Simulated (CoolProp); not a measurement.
A Linde-Hampson liquefier for ethylene: isothermal reversible compression at 300 K from 1 atm to 15 MPa, throttling to 1 atm, return gas leaving the recuperator 5 K below the feed. Each further row changes one setting.

Computed with CoolProp (reference Helmholtz-energy equation of state, Smukala 2000).

| case | liquid yield per pass | compression work (kJ/kg of gas) |
|---|---|---|
| as stated | 0.460 | 360 |
| high pressure 30 MPa | 0.475 | 397 |
| warm-end temperature 330 K | 0.351 | 425 |
| warm-end gap 10 K | 0.454 | 360 |
